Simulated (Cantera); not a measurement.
# Silicon nitride deposition: SiCl4 + N2 + H2 + NH3

Feed: 1 mol SiCl4, 0.84 mol N2, 0.12 mol H2, a varied amount of NH3, held at 1500 °C and 34000 Pa.

Method: chemical equilibrium by Gibbs-energy minimisation in Cantera with the NASA 1993 tables (ideal gas, pure condensed phases). Candidate condensed phases: NH4Cl, Si, Si3N4; 28 gas species. The tables' values for SiCl3, SiCl are old estimates; treat these amounts as uncertain. Rates play no part.

From 5.4 mol NH3 to 22 mol NH3 the condensed part is Si3N4(s). The main Si-bearing gas is SiCl2 throughout. The share of Si in condensed phases is highest at 22 mol NH3 (77.7 %) and lowest at 5.4 mol NH3 (37.6 %).

```
n(NH3) (mol)   x H2   x N2   x HCl  x SiCl2  n Si3N4(s)
------------  -----  -----  ------  -------  ----------
5.4           0.510  0.244   0.199   0.0414       0.125
6.6           0.543  0.243   0.179   0.0317       0.149
8.1           0.573  0.242   0.159   0.0237       0.172
9.8           0.598  0.242   0.141   0.0178       0.192
12            0.622  0.242   0.122   0.0130       0.211
15            0.644  0.242   0.104  0.00897       0.231
18            0.660  0.243  0.0899  0.00657       0.245
22            0.675  0.244  0.0763  0.00462       0.259
```
x: gas mole fraction; n: condensed amount in mol.
